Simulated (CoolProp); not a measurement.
Saturated liquid density (kg/m³) of R115: the reference equation beside estimates from Tc = 80.0 °C, pc = 3.129 MPa, ω = 0.248. Rackett uses Z = 0.29056 − 0.08775 ω.

Values from CoolProp's reference Helmholtz-energy equation of state, Lemmon 2016.

| T (°C) | reference | Rackett | van der Waals | Redlich-Kwong | Soave-Redlich-Kwong |
|---|---|---|---|---|---|
| -35.35 | 1533 | 1591 | 960.9 | 1400 | 1451 |
| -32.85 | 1524 | 1581 | 955.4 | 1390 | 1442 |
| -30.35 | 1515 | 1572 | 949.7 | 1380 | … |
| -27.95 | 1507 | 1563 | 944.3 | 1370 | 1424 |
| -25.45 | 1497 | 1553 | 938.5 | 1360 | 1414 |
| -22.95 | 1488 | 1543 | 932.6 | 1350 | 1404 |
| -20.45 | 1479 | 1533 | 926.7 | 1339 | 1394 |
| -18.05 | 1470 | 1523 | 920.9 | 1329 | 1384 |
| -15.55 | 1460 | 1513 | … | 1318 | 1374 |
| -13.05 | 1451 | 1503 | 908.6 | 1307 | 1363 |
| -10.65 | 1441 | 1493 | 902.6 | 1296 | 1352 |
| -8.15 | 1432 | 1482 | 896.2 | 1285 | … |
| -5.65 | 1422 | 1472 | 889.7 | 1273 | 1330 |
| -3.25 | 1412 | 1461 | 883.4 | 1262 | 1319 |

Question: What belongs in the gaps?

Answer: 
- -30.35, Soave-Redlich-Kwong: 1433
- -15.55, van der Waals: 914.8
- -8.15, Soave-Redlich-Kwong: 1341

Absolute difference from the reference over all 14 rows, mean and median: Rackett 3.6 and 3.6 %, van der Waals 37.4 and 37.3 %, Redlich-Kwong 9.6 and 9.5 %, Soave-Redlich-Kwong 5.9 and 5.8 %.
